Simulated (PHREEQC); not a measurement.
A made-up water analysis in mg/kgw, 25 °C, pH 3.98, pe 10: Na 1920; K 250; Ca 34.4; Mg 297; Cl 1180; S(6) as SO4 4180; Mn(2) 1.83.

Valence states are taken as typed.

Computed with PHREEQC (ion-association model, wateq4f.dat).

No solid was allowed to form.

Q: Order these S species by the share of S that they hold, largest first: CaSO4, MgSO4, KSO4-, SO4-2, NaSO4-.

A: SO4-2 (75 %), MgSO4 (13 %), NaSO4- (9.8 %), KSO4- (1.00 %), CaSO4 (0.84 %)

The pH is 3.98 and the ionic strength 0.141 mol/kgw.
